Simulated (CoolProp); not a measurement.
Vapour-liquid equilibrium of diethyl ether (1) + methanol (2) at 399 K; x and y are mole fractions of (1).

The numbers come from the multi-fluid Helmholtz-energy mixture model, Thol 2014 and de Reuck 1993; pair parameters Bell 2016 in CoolProp.

```json
[
 {"x": "0.05", "bubble pressure, mixture model (MPa)": "0.8291", "bubble pressure, Raoult's law (MPa)": "0.7721", "y, mixture model": "0.122", "y, Raoult's law": "0.073"},
 {"x": "0.125", "bubble pressure, mixture model (MPa)": "0.9240", "bubble pressure, Raoult's law (MPa)": "0.8007", "y, mixture model": "0.253", "y, Raoult's law": "0.177"},
 {"x": "0.2", "bubble pressure, mixture model (MPa)": "0.9991", "bubble pressure, Raoult's law (MPa)": "0.8293", "y, mixture model": "0.347", "y, Raoult's law": "0.274"},
 {"x": "0.275", "bubble pressure, mixture model (MPa)": "1.058", "bubble pressure, Raoult's law (MPa)": "0.8579", "y, mixture model": "0.419", "y, Raoult's law": "0.364"},
 {"x": "0.35", "bubble pressure, mixture model (MPa)": "1.104", "bubble pressure, Raoult's law (MPa)": "0.8865", "y, mixture model": "0.478", "y, Raoult's law": "0.448"},
 {"x": "0.425", "bubble pressure, mixture model (MPa)": "1.140", "bubble pressure, Raoult's law (MPa)": "0.9151", "y, mixture model": "0.529", "y, Raoult's law": "0.527"},
 {"x": "0.5", "bubble pressure, mixture model (MPa)": "1.167", "bubble pressure, Raoult's law (MPa)": "0.9437", "y, mixture model": "0.578", "y, Raoult's law": "0.601"},
 {"x": "0.575", "bubble pressure, mixture model (MPa)": "1.187", "bubble pressure, Raoult's law (MPa)": "0.9723", "y, mixture model": "0.625", "y, Raoult's law": "0.671"},
 {"x": "0.65", "bubble pressure, mixture model (MPa)": "1.200", "bubble pressure, Raoult's law (MPa)": "1.001", "y, mixture model": "0.674", "y, Raoult's law": "0.737"},
 {"x": "0.725", "bubble pressure, mixture model (MPa)": "1.205", "bubble pressure, Raoult's law (MPa)": "1.029", "y, mixture model": "0.727", "y, Raoult's law": "0.799"},
 {"x": "0.8", "bubble pressure, mixture model (MPa)": "1.201", "bubble pressure, Raoult's law (MPa)": "1.058", "y, mixture model": "0.787", "y, Raoult's law": "0.858"},
 {"x": "0.875", "bubble pressure, mixture model (MPa)": "1.187", "bubble pressure, Raoult's law (MPa)": "1.087", "y, mixture model": "0.855", "y, Raoult's law": "0.913"},
 {"x": "0.95", "bubble pressure, mixture model (MPa)": "1.161", "bubble pressure, Raoult's law (MPa)": "1.115", "y, mixture model": "0.936", "y, Raoult's law": "0.966"}
]
```

The largest gap from Raoult's law is +24.6 % in bubble pressure, at x = 0.425. y crosses x between x = 0.725 and 0.8: the model has an azeotrope there.

The pair parameters rest on a limited set of measurements; away from them the model extrapolates.
